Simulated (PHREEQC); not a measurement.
Consider water at 65 °C with 0.25 mol KOH and 0.15 mol (CH3)4NCl per kg of water. Closed to the air; pH follows from the charge balance.

All values are PHREEQC results (ion-association model, phreeqc.dat), not measurements.

| quantity | before | after |
|---|---|---|
| pH | 12.10 | 11.98 |
| ionic strength (mol/kgw) | 0.400 | 0.430 |

Question: What was changed between the two runs?
A) 0.03 mol/kgw CO2 added
B) temperature from 65 to 45 °C
C) KOH left out
D) (CH3)4NCl left out
E) KOH from 0.25 to 0.275 mol/kgw

Answer: A, 0.03 mol/kgw CO2 added

This is a speciation only: nothing precipitates in the calculation. (CH3)4N+ isn't in the database: it is added as a free cation with an ion size of 4 Å. Constants without temperature data keep their 25 °C values here.
